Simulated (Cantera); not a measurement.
Cantera run, input and output.

```python
import numpy as np
import cantera as ct

gas = ct.Solution("gri30.yaml")
gas.TPX = 2150, 500000, {'CH4': 1, 'H2O': 0.7, 'H2': 0.17}
reactor = ct.IdealGasConstPressureReactor(gas, energy="off", clone=False)
net = ct.ReactorNet([reactor])
net.rtol, net.atol = 1e-08, 1e-18
show = ['CH4', 'H2O', 'H2', 'O', 'CH2CO']
times = np.geomspace(5e-05, 3, 11)

steps = ct.SolutionArray(gas, extra=["t"])
rows = []
print(f"{'t/s':>10s}{'T/K':>9s}{'P/Pa':>11s}" + "".join(f"{s:>11s}" for s in show))
for t in times:
    while net.time < t:
        t_next = net.step()
        steps.append(gas.state, t=t_next)
    rows.append([np.interp(t, steps.t, y) for y in (steps.T, steps.P, *steps(*show).X.T)])
    print(f"{t:10.3e}{rows[-1][0]:9.1f}{rows[-1][1]:11.4g}" + "".join(f"{x:11.3e}" for x in rows[-1][2:]))
rate = np.gradient(steps.T, steps.t)
print("integrator steps:", len(steps.t))
if steps.T.max() > steps.T[0] + 200:
    print(f"time of steepest temperature rise: {steps.t[rate.argmax()]:.4e} s")
gas.TPX = 2150, 500000, {'CH4': 1, 'H2O': 0.7, 'H2': 0.17}
gas.equilibrate("TP")
print(f"equilibrium (TP): T = {gas.T:.1f} K  " + "  ".join(f"{s} {gas[s].X[0]:.3e}" for s in show))
```

Output:

```
       t/s      T/K       P/Pa        CH4        H2O         H2          O      CH2CO
 5.000e-05   2150.0      5e+05  8.283e-02  2.505e-01  5.116e-01  5.926e-08  1.558e-04
 1.502e-04   2150.0      5e+05  3.675e-02  2.189e-01  5.708e-01  5.076e-08  1.426e-04
 4.514e-04   2150.0      5e+05  2.172e-02  1.729e-01  6.167e-01  4.239e-08  1.009e-04
 1.356e-03   2150.0      5e+05  1.586e-02  1.077e-01  6.695e-01  2.854e-08  4.844e-05
 4.076e-03   2150.0      5e+05  9.990e-03  4.566e-02  7.195e-01  1.336e-08  1.497e-05
 1.225e-02   2150.0      5e+05  5.758e-03  9.556e-03  7.490e-01  2.997e-09  3.047e-06
 3.680e-02   2150.0      5e+05  4.389e-03  2.725e-04  7.568e-01  8.810e-11  8.579e-07
 1.106e-01   2150.0      5e+05  4.346e-03  9.481e-06  7.570e-01  4.112e-12  8.005e-07
 3.323e-01   2150.0      5e+05  4.346e-03  9.473e-06  7.570e-01  4.110e-12  8.005e-07
 9.984e-01   2150.0      5e+05  4.346e-03  9.473e-06  7.570e-01  4.110e-12  8.005e-07
 3.000e+00   2150.0      5e+05  4.346e-03  9.473e-06  7.570e-01  4.110e-12  8.005e-07
integrator steps: 1714
equilibrium (TP): T = 2150.0 K  CH4 4.346e-03  H2O 9.564e-06  H2 7.570e-01  O 4.142e-12  CH2CO 8.008e-07
```

Model: GRI-Mech 3.0 (53 species, 325 reactions), integrated in Cantera. GRI-Mech 3.0 stops at C3 and has no aromatics, soot or wall deposition, so with more carbon than oxygen in the feed, carbon stays in small species such as C2H2 where larger ones or solid carbon would form.
